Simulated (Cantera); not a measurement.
Input (Python, Cantera) and output of one run.

```python
import numpy as np
import cantera as ct

gas_names = [...]  # 113 gases of nasa_gas.yaml made of C, H, O, Ti
cond_names = """
    C(gr) C6H6(L) C7H8(L) C8H18(L),n-octa H2O(s) H2O(L) Ti(a) Ti(b) Ti(L) TiC(s) TiC(L) TiO(a) TiO(b)
    TiO(L) TiO2(ru) TiO2(L) Ti2O3(a) Ti2O3(b) Ti2O3(L) Ti3O5(a) Ti3O5(b) Ti3O5(L) Ti4O7(s) Ti4O7(L)
""".split()


# ... load() reads the species with a 1 bar reference pressure and builds the phases ...
atoms = {
    'Ti(OiPr)4': {'Ti': 1, 'C': 12, 'H': 28, 'O': 4},
    'H2O': {'H': 2, 'O': 1},
}
top_T = {'C(gr)': 4500}  # K; cautious upper limits of use, not melting points


# ... equilibrate(T, P, feed) seeds the gas with the atoms and calls Mixture.equilibrate('TP', solver="vcs", rtol=1e-11, max_steps=5000) ...
results = []
feed = {'Ti(OiPr)4': 1, 'H2O': 6.5}  # mol
P = 21  # Pa
for T in [1000, 1100, 1200, 1300, 1400, 1500, 1600, 1700, 1800, 1900, 2000, 2100, 2200]:
    mix = equilibrate(T, P, feed)
    results.append((T, P, feed, dict(zip(mix.species_names, mix.species_moles))))

top = {s: max(r[3][s] / sum(r[3][g] for g in gas_names) for r in results) for s in gas_names}
cols = sorted((s for s in top if top[s] > 1e-06), key=lambda s: -top[s])[:6]
seen = [c for c in cond_names if any(r[3].get(c, 0) > 1e-12 for r in results)]
print("log10 of partial pressures in bar; condensed amounts in mol")
print(f"{'T/K':>10s}" + "".join(f"{s[:9]:>10s}" for s in cols + seen))
for T, P, feed, n in results:
    ng = sum(n[g] for g in gas_names)
    print(f"{T:10.4g}" + "".join(f"{np.log10(max(n[s] / ng * P / 1e5, 1e-99)):10.3f}" for s in cols)
          + "".join(f"{n.get(c, 0):10.4g}" for c in seen))
```

Output:

```
log10 of partial pressures in bar; condensed amounts in mol
       T/K        H2        CO         H C2H2,acet        Ti       C2H     C(gr)    TiC(s)  Ti4O7(s)
      1000    -3.832    -4.202   -10.560   -12.775   -27.668   -24.271     3.251         0      0.25
      1100    -3.857    -4.148    -9.516   -11.733   -22.975   -21.598    0.5001         1         0
      1200    -3.857    -4.148    -8.633   -10.846   -20.398   -19.363       0.5         1         0
      1300    -3.857    -4.148    -7.885   -10.097   -18.221   -17.473       0.5         1         0
      1400    -3.858    -4.148    -7.242    -9.456   -16.357   -15.854    0.4999         1         0
      1500    -3.858    -4.148    -6.683    -8.903   -14.743   -14.453    0.4996         1         0
      1600    -3.859    -4.149    -6.194    -8.420   -13.333   -13.228    0.4989         1         0
      1700    -3.862    -4.150    -5.763    -7.996   -12.091   -12.150     0.497         1         0
      1800    -3.868    -4.152    -5.380    -7.624   -10.988   -11.194    0.4929         1         0
      1900    -3.882    -4.157    -5.041    -7.300   -10.003   -10.343    0.4849         1         0
      2000    -3.907    -4.167    -4.743    -7.022    -9.118    -9.585    0.4707    0.9999         0
      2100    -3.953    -4.183    -4.483    -6.793    -8.318    -8.911    0.4486    0.9992         0
      2200    -4.030    -4.208    -4.264    -6.621    -7.592    -8.316    0.4197    0.9957         0
```

Equilibrium computed with Cantera from the NASA thermochemical tables; the gas is ideal and each condensed phase is pure. The feed counts by its element totals alone. TiC: taken at fixed stoichiometry. Condensed phases not in the tables: Magnéli phases beyond Ti4O7.
